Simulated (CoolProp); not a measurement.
Vapour-liquid equilibrium of dimethyl ether (1) + chloromethane (R40) (2) at 6.25 °C; x and y are mole fractions of (1).

The numbers come from the multi-fluid Helmholtz-energy mixture model, Wu 2011 and Thol 2014; pair parameters Bell 2016 in CoolProp.

```csv
x,"bubble pressure, mixture model (bar)","bubble pressure, Raoult's law (bar)","y, mixture model","y, Raoult's law"
0.05,3.188,3.219,0.043,0.051
0.2,3.123,3.232,0.185,0.204
0.35,___,3.245,___,0.356
0.5,___,3.258,___,0.507
0.65,3.109,3.271,0.669,0.656
0.8,3.171,3.284,___,0.804
0.95,3.264,3.297,___,0.951
```

Q: Some entries are withheld; supply them.

A: 
- 0.35, bubble pressure, mixture model (bar): 3.085
- 0.35, y, mixture model: 0.341
- 0.5, bubble pressure, mixture model (bar): 3.080
- 0.5, y, mixture model: 0.505
- 0.8, y, mixture model: 0.823
- 0.95, y, mixture model: 0.959

The largest gap from Raoult's law is -5.5 % in bubble pressure, at x = 0.5. y crosses x between x = 0.35 and 0.5: the model has an azeotrope there.

The pair parameters rest on a limited set of measurements; away from them the model extrapolates.
